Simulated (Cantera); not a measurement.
**Adiabatic ignition**

An adiabatic, constant-volume homogeneous reactor starts with 3.86 % C3H8, 11.3 % O2, 84.8 % N2, at 1100 K and 750 Torr.

Detailed kinetics in Cantera: GRI-Mech 3.0 (53 species, 325 reactions). GRI-Mech 3.0 was tuned for natural gas; its chemistry of propane as a main component is partial and can be far from experiment.

| t (s) | T (K) | P (bar) | x C3H8 | x O2 | x H2 | x NO | x C2H6 | x HCN | x CH3 |
|---|---|---|---|---|---|---|---|---|---|
| 6.00e-6 | 1100 | 1.000 | 0.0386 | 0.113 | 2.34e-9 | <1e-12 | <1e-12 | <1e-12 | 5.77e-8 |
| 1.55e-5 | 1100 | 1.000 | 0.0386 | 0.113 | 1.13e-8 | <1e-12 | 9.33e-12 | <1e-12 | 1.57e-7 |
| 4.00e-5 | 1100 | 1.000 | 0.0386 | 0.113 | 3.87e-8 | <1e-12 | 1.75e-10 | <1e-12 | 4.21e-7 |
| 0.000103 | 1100 | 1.000 | 0.0385 | 0.113 | 1.18e-7 | <1e-12 | 3.23e-9 | <1e-12 | 1.13e-6 |
| 0.000266 | 1100 | 1.000 | 0.0385 | 0.113 | 4.38e-7 | <1e-12 | 6.23e-8 | <1e-12 | 3.13e-6 |
| 0.000687 | 1100 | 1.000 | 0.0385 | 0.113 | 2.61e-6 | <1e-12 | 1.26e-6 | <1e-12 | 8.52e-6 |
| 0.00177 | 1100 | 1.000 | 0.0385 | 0.113 | 1.11e-5 | <1e-12 | 1.18e-5 | <1e-12 | 1.22e-5 |
| 0.00457 | 1100 | 1.00 | 0.0383 | 0.113 | 3.36e-5 | <1e-12 | 4.40e-5 | <1e-12 | 1.24e-5 |
| 0.0118 | 1100 | 1.00 | 0.0378 | 0.113 | 9.90e-5 | <1e-12 | 0.000130 | <1e-12 | 1.28e-5 |
| 0.0305 | 1101 | 1.00 | 0.0364 | 0.112 | 0.000331 | <1e-12 | 0.000369 | <1e-12 | 1.40e-5 |
| 0.0786 | 1123 | 1.03 | 0.0270 | 0.107 | 0.00284 | <1e-12 | 0.00143 | <1e-12 | 3.45e-5 |
| 0.203 | 2269 | 2.31 | <1e-12 | 2.39e-6 | 0.0584 | 5.04e-5 | <1e-12 | 6.57e-8 | 4.37e-12 |
| 0.524 | 2269 | 2.31 | <1e-12 | 2.39e-6 | 0.0584 | 4.89e-5 | <1e-12 | 6.37e-8 | 4.37e-12 |
| 1.35 | 2269 | 2.31 | <1e-12 | 2.39e-6 | 0.0584 | 4.89e-5 | <1e-12 | 6.37e-8 | 4.37e-12 |
| 3.49 | 2269 | 2.31 | <1e-12 | 2.39e-6 | 0.0584 | 4.89e-5 | <1e-12 | 6.37e-8 | 4.37e-12 |
| 9.00 | 2269 | 2.31 | <1e-12 | 2.39e-6 | 0.0584 | 4.89e-5 | <1e-12 | 6.37e-8 | 4.37e-12 |
x: mole fraction; the columns are a selection and need not sum to one.

The time of steepest temperature rise is 84.4 ms. The temperature at 9.00 s comes out as 2269 K and the equilibrium temperature is 2269 K. The x(C3H8) at 9.00 s is <1e-12 (gas-phase equilibrium <1e-12), the x(O2) at 9.00 s is 2.39e-6 (gas-phase equilibrium 2.39e-6) and the x(H2) at 9.00 s is 0.0584 (gas-phase equilibrium 0.0584).
